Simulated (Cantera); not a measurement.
Input: 1 mol Si, 1 mol F2, held at 975 °C and 41000 Pa.

These are equilibrium values from Cantera (NASA tables, ideal gas, pure condensed phases), not measurements of a reactor. Candidate condensed phases: Si; 9 gas species. The tables' values for SiF3, SiF2 are old estimates; treat these amounts as uncertain. The numbers say what is thermodynamically allowed, not how fast it happens.

Base state: SiF4 0.985, SiF3 0.0149, SiF2 0.000217 (mole fractions); condensed: Si(s).

Task: What changes in the equilibrium state with this change: 0.3 mol HCl added?

Result: 
```csv
species,before,after
SiF4,0.985,0.653
H2,0,0.168
SiCl4,0,0.0692
HCl,0,0.0302
SiHF3,0,0.0283
SiCl2,0,0.0136
SiHCl3,0,0.0135
SiCl3,0,0.0114
SiF3,0.0149,0.0109
SiH2F2,0,0.000595
SiH2Cl2,0,0.000360
HF,0,0.000214
"Si(s), mol",0.498,0.413
```
The tables' values for SiCl3, SiF3, SiF2 are old estimates; treat these amounts as uncertain.
